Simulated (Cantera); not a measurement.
Feed: 1 mol V2O5, 0.32 mol H2, 14 mol N2, equilibrated at 1.00 bar.

Cantera equilibrium calculation (NASA polynomials, part measured and part estimated; ideal gas, pure solids and liquids). Candidate condensed phases: H2O, V, VN, VO, V2O3, V2O4, V2O5; 28 gas species. Condensed phases not in the tables: the oxides between V2O3 and V2O5 other than VO2. Rates play no part.

log p: log10 of the partial pressure in bar; n: condensed amount in mol.

| T (K) | log p N2 | log p O2 | log p H2O | log p NO | log p OH | log p VO2 | log p O | n V2O4(s) | n V2O4(l) |
|---|---|---|---|---|---|---|---|---|---|
| 1600 | -0.02 | -1.64 | -1.66 | -3.15 | -4.32 | … | -5.66 | 1.000 | 0 |
| 1650 | -0.02 | -1.64 | -1.66 | -3.06 | -4.16 | … | -5.41 | 1.000 | 0 |
| 1700 | -0.02 | -1.65 | -1.66 | -2.98 | -4.01 | … | -5.17 | 1.000 | 0 |
| 1750 | -0.02 | -1.65 | -1.66 | -2.90 | -3.87 | … | -4.95 | 1.000 | 0 |
| 1800 | -0.02 | -1.65 | -1.66 | -2.83 | -3.74 | … | -4.74 | 1.000 | 0 |
| 1850 | -0.02 | -1.65 | -1.66 | -2.76 | -3.61 | … | -4.54 | 0 | 0.999 |
| 1900 | -0.02 | -1.66 | -1.66 | -2.69 | -3.49 | … | -4.35 | 0 | 0.999 |
| 1950 | -0.02 | -1.66 | -1.67 | -2.63 | -3.38 | … | -4.18 | 0 | 0.998 |

### Question
Fill in the missing entries.

### Answer

- 1600, log p VO2: -6.05
- 1650, log p VO2: -5.61
- 1700, log p VO2: -5.20
- 1750, log p VO2: -4.81
- 1800, log p VO2: -4.45
- 1850, log p VO2: -4.13
- 1900, log p VO2: -3.85
- 1950, log p VO2: -3.59
